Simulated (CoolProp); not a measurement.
Properties of octamethylcyclotetrasiloxane (D4) along the isotherm 620 K.

The numbers come from the reference Helmholtz-energy equation of state, Thol 2015 in CoolProp.

```csv
p (kPa),phase,density (kg/m³),speed of sound (m/s),fugacity coefficient
21.3,gas,1.231,132.2,0.9955
35.9,gas,2.081,131.8,0.9924
60.7,gas,3.538,131.1,0.9872
102,gas,6.000,130.0,0.9786
173,gas,10.34,128.0,0.9638
292,gas,17.95,124.5,0.9392
492,gas,31.84,118.3,0.8984
830,gas,59.49,106.6,0.8308
1400,supercritical,128.2,83.17,0.7202
2370,supercritical,387.2,85.29,0.5453
3990,supercritical,511.1,176.7,0.3961
6740,supercritical,576.0,263.5,0.3131
```
